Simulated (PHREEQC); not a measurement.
1 kg of water holding 100 mmol/kgw NaCl meets 20 L of dry gas (H2 1 by moles) at fixed total pressure, at 50 °C; fugacities by Peng-Robinson. The gases take part in no redox reaction, some water evaporates into the gas, and hydrates or a liquid gas phase aren't modelled. No solid was allowed to form.

Model: ion-association model, phreeqc.dat, run in PHREEQC.

| P (atm) | dissolved H2 (mol/kgw) | φ of H2 |
|---|---|---|
| 2 | 0.00134 | 1.001 |
| 5 | [?] | 1.001 |
| 10 | [?] | 1.003 |
| 20 | [?] | 1.006 |
| 30 | [?] | 1.008 |
| 40 | [?] | 1.011 |
| 50 | 0.0342 | 1.014 |
| 75 | 0.0504 | 1.022 |
| 100 | 0.0660 | [?] |
| 150 | 0.0956 | 1.049 |
| 200 | [?] | [?] |
| 300 | 0.173 | 1.113 |
| 400 | 0.216 | 1.163 |

Question: What belongs in the gaps?

Answer: 
- 5, dissolved H2 (mol/kgw): 0.00347
- 10, dissolved H2 (mol/kgw): 0.00700
- 20, dissolved H2 (mol/kgw): 0.0140
- 30, dissolved H2 (mol/kgw): 0.0208
- 40, dissolved H2 (mol/kgw): 0.0276
- 100, φ of H2: 1.031
- 200, dissolved H2 (mol/kgw): 0.123
- 200, φ of H2: 1.069

At this temperature some constants are extrapolated from 25 °C, and those without enthalpy data are left unchanged.
